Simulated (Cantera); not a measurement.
A closed system holds: 1 mol PbO, 0.31 mol C, 7.2 mol H2, 1.8 mol CH4, equilibrated at 13300 Pa.

Method: chemical equilibrium by Gibbs-energy minimisation in Cantera with the NASA 1993 tables (ideal gas, pure condensed phases). Candidate condensed phases: C, C6H6, C7H8, C8H18, H2O, Pb, PbO, PbO2, Pb3O4; 113 gas species. Rates play no part.

log p: log10 of the partial pressure in bar; n: condensed amount in mol.

| T (K) | log p H2 | log p CO | log p CH4 | log p H2O | log p Pb | log p CO2 | log p H | n C(graphite) | n Pb(l) |
|---|---|---|---|---|---|---|---|---|---|
| 848 | -0.95 | -2.23 | -2.08 | -2.30 | -6.52 | -3.10 | -11.19 | 0.911 | 1.000 |
| 923 | -0.93 | -2.02 | -2.49 | -2.76 | -5.60 | -3.55 | -10.07 | 1.00 | 1.000 |
| 998 | -0.92 | -1.97 | ___ | ___ | ___ | ___ | ___ | 1.04 | 0.999 |
| 1073 | -0.92 | -1.95 | ___ | ___ | ___ | ___ | ___ | 1.07 | 0.994 |
| 1148 | -0.92 | -1.95 | -3.46 | -4.18 | -3.55 | -5.29 | -7.60 | 1.09 | 0.975 |
| 1223 | -0.92 | -1.95 | -3.71 | -4.56 | -3.04 | -5.76 | -6.98 | 1.10 | 0.919 |
| 1298 | -0.92 | -1.96 | -3.94 | -4.91 | -2.59 | -6.19 | -6.43 | 1.10 | 0.769 |

Task: What belongs in the gaps?

Result: 
- 1073, log p CH4: -3.17
- 1073, log p H2O: -3.75
- 1073, log p Pb: -4.14
- 1073, log p CO2: -4.76
- 1073, log p H: -8.31
- 998, log p CH4: -2.85
- 998, log p H2O: -3.27
- 998, log p Pb: -4.81
- 998, log p CO2: -4.16
- 998, log p H: -9.13
